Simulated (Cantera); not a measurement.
What does this Cantera script print?

```python
import numpy as np
import cantera as ct

gas_names = """
    Br Br2 H HBr HO2 H2 H2O H2O2 O OH O2 O3 Si SiBr SiBr2 SiBr3 SiBr4 SiH SiHBr3 SiH2 SiH2Br2 SiH3
    SiH3Br SiH4 SiO SiO2 Si2 Si3
""".split()
cond_names = """
    Br2(cr) Br2(L) H2O(s) H2O(L) Si(cr) Si(L) SiO2(Lqz) SiO2(hqz) SiO2(L)
""".split()


# ... load() reads the species with a 1 bar reference pressure and builds the phases ...
atoms = {
    'SiO2': {'Si': 1, 'O': 2},
    'HBr': {'H': 1, 'Br': 1},
    'H2': {'H': 2},
}
top_T = {}  # K; cautious upper limits of use, not melting points


# ... equilibrate(T, P, feed) seeds the gas with the atoms and calls Mixture.equilibrate('TP', solver="vcs", rtol=1e-11, max_steps=5000) ...
results = []
feed = {'SiO2': 1, 'HBr': 2.6, 'H2': 10}  # mol
P = 5.7  # Pa
for T in [723, 798, 873, 948, 1023, 1098, 1173, 1248, 1323, 1398, 1473, 1548, 1623, 1698]:
    mix = equilibrate(T, P, feed)
    results.append((T, P, feed, dict(zip(mix.species_names, mix.species_moles))))

top = {s: max(r[3][s] / sum(r[3][g] for g in gas_names) for r in results) for s in gas_names}
cols = sorted((s for s in top if top[s] > 0.001), key=lambda s: -top[s])[:9]
seen = [c for c in cond_names if any(r[3].get(c, 0) > 1e-12 for r in results)]
print("log10 of partial pressures in bar; condensed amounts in mol")
print(f"{'T/K':>10s}" + "".join(f"{s[:9]:>10s}" for s in cols + seen))
for T, P, feed, n in results:
    ng = sum(n[g] for g in gas_names)
    print(f"{T:10.4g}" + "".join(f"{np.log10(max(n[s] / ng * P / 1e5, 1e-99)):10.3f}" for s in cols)
          + "".join(f"{n.get(c, 0):10.4g}" for c in seen))
```

It prints:

```
log10 of partial pressures in bar; condensed amounts in mol
       T/K        H2       HBr        Br       SiO       H2O         H SiO2(Lqz) SiO2(hqz)   SiO2(L)
       723    -4.344    -4.930   -11.201   -22.119   -11.649   -15.246         1         0         0
       798    -4.344    -4.930   -10.176   -18.677   -11.297   -13.747         1         0         0
       873    -4.344    -4.930    -9.325   -15.839   -11.007   -12.502         0         1         0
       948    -4.344    -4.930    -8.607   -13.479   -10.743   -11.453         0         1         0
      1023    -4.344    -4.930    -7.994   -11.602   -10.389   -10.555         0         1         0
      1098    -4.344    -4.931    -7.464   -10.206    -9.865    -9.779         0         1         0
      1173    -4.344    -4.934    -7.002    -9.221    -9.180    -9.101         0    0.9999         0
      1248    -4.344    -4.940    -6.599    -8.470    -8.466    -8.503         0    0.9992         0
      1323    -4.344    -4.953    -6.249    -7.820    -7.820    -7.972         0    0.9966         0
      1398    -4.345    -4.979    -5.949    -7.244    -7.244    -7.497         0    0.9873         0
      1473    -4.346    -5.022    -5.699    -6.729    -6.729    -7.071         0    0.9578         0
      1548    -4.353    -5.090    -5.499    -6.267    -6.267    -6.688         0    0.8757         0
      1623    -4.369    -5.188    -5.349    -5.855    -5.855    -6.345         0    0.6689         0
      1698    -4.406    -5.324    -5.246    -5.492    -5.492    -6.043         0         0    0.1957
```

Method: chemical equilibrium by Gibbs-energy minimisation in Cantera with the NASA 1993 tables (ideal gas, pure condensed phases). The tables hold silica as quartz up to 1696 K and as liquid above; real silica turns to tridymite and cristobalite and melts near 1996 K.
